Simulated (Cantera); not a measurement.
Stirred combustor or abatement burner

A perfectly stirred reactor is fed with 4.36 % C₃H₈, 19.9 % O₂, 74.6 % N₂, 1.18 % CO₂, equivalence ratio 1.1, at 1.01 bar; it is adiabatic with a 400 K inlet, and is followed from long to short residence time, starting on the burning branch (τ in s: 0.025, 0.012, 0.0057, 0.0028, 0.0013, 0.00064, 0.00031, 0.00015, 7.1e-05, 3.4e-05, 1.6e-05, 7.9e-06).

Detailed kinetics in Cantera: GRI-Mech 3.0 (53 species, 325 reactions). GRI-Mech 3.0 was tuned for natural gas; its chemistry of propane as a main component is partial and can be far from experiment.

| τ (s) | T (K) | x C₃H₈ | x O₂ | x NO | x CH₄ | x O |
|---|---|---|---|---|---|---|
| 0.025 | 2239 | 5.47e-7 | 0.00387 | 0.000696 | 1.06e-6 | 0.000604 |
| 0.012 | 2211 | 1.01e-6 | 0.00517 | 0.000570 | 1.42e-6 | 0.000868 |
| 0.0057 | 2175 | 1.87e-6 | 0.00679 | 0.000441 | 1.99e-6 | 0.00124 |
| 0.0028 | 2135 | 3.35e-6 | 0.00857 | 0.000332 | 2.91e-6 | 0.00170 |
| 0.0013 | 2087 | 6.36e-6 | 0.0107 | 0.000237 | 4.83e-6 | 0.00226 |
| 0.00064 | 2041 | 1.18e-5 | 0.0129 | 0.000172 | 8.53e-6 | 0.00278 |
| 0.00031 | 1991 | 2.35e-5 | 0.0155 | 0.000123 | 1.71e-5 | 0.00319 |
| 0.00015 | 1935 | 5.15e-5 | 0.0196 | 8.38e-5 | 4.03e-5 | 0.00327 |
| 7.1e-5 | 1833 | 0.000160 | 0.0297 | 4.15e-5 | 0.000157 | 0.00242 |
| 3.4e-5 | 400 | 0.0436 | 0.199 | <1e-12 | <1e-12 | <1e-12 |
| 1.6e-5 | 400 | 0.0436 | 0.199 | <1e-12 | <1e-12 | <1e-12 |
| 7.9e-6 | 400 | 0.0436 | 0.199 | <1e-12 | <1e-12 | <1e-12 |
x: mole fraction; the columns are a selection and need not sum to one.
